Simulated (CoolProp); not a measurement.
Saturation properties of CHF3 (R23) (Tc = 299.3 K, pc = 4.832 MPa, ω = 0.263).

The numbers come from the reference Helmholtz-energy equation of state, Penoncello 2003 in CoolProp.

```
T (K)  p (MPa)  vapour density (kg/m³)  enthalpy of vaporisation (kJ/kg)  liquid cp (kJ/(kg K))  liquid viscosity (µPa s)  vapour viscosity (µPa s)
-----  -------  ----------------------  --------------------------------  ---------------------  ------------------------  ------------------------
211     0.2827                   12.29                             222.0                  1.283                       226                      10.6
215     0.3388                   14.62                             218.2                  1.295                       213                      10.8
219.1   0.4047                   17.35                             214.1                  1.309                       201                      11.0
223.2   0.4799                   20.47                             209.9                  1.325                       190                      11.2
227.3   0.5653                       …                             205.6                  1.342                       180                      11.5
231.4   0.6618                   28.08                             201.0                  1.362                       170                      11.7
235.4   0.7674                   32.56                             196.4                  1.383                         …                      11.9
239.5   0.8882                   37.75                             191.4                  1.407                       152                      12.2
243.6    1.023                       …                             186.2                  1.435                       144                      12.4
247.7    1.172                   50.30                             180.7                  1.467                       136                      12.7
251.8    1.337                   57.85                             174.9                  1.503                       129                      13.0
255.8    1.515                   66.21                             168.9                  1.545                       121                      13.3
259.9    1.714                   75.96                             162.4                  1.595                         …                      13.6
```

**Question.** Some entries are withheld; supply them.

**Answer.** 
- 227.3, vapour density (kg/m³): 24.03
- 235.4, liquid viscosity (µPa s): 161
- 243.6, vapour density (kg/m³): 43.63
- 259.9, liquid viscosity (µPa s): 114

It boils at 191.1 K under 1 atm.

Viscosity comes from a separate model (Shan 2000).
